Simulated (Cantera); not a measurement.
Feed: 1 mol CuO, 82 mol H2, equilibrated at 750 °C and 0.133 bar.

These are equilibrium values from Cantera (NASA tables, ideal gas, pure condensed phases), not measurements of a reactor. Candidate condensed phases: Cu, CuO, Cu(OH)2, Cu2O, H2O; 12 gas species. The numbers say what is thermodynamically allowed, not how fast it happens.

Base state: H2 0.988, H2O 0.0122 (mole fractions); condensed: Cu(s).

What changes in the equilibrium state with this change: CuO replaced by Fe3O4?


| species | before | after |
|---|---|---|
| H2 | 0.988 | 0.951 |
| H2O | 0.0122 | 0.0488 |
| Cu(s), mol | 1.00 | 0 |
| Fe(α), mol | 0 | 3.00 |
Further candidate phases: Fe, FeO, Fe(OH)2, Fe(OH)3, Fe2O3, Fe3O4.
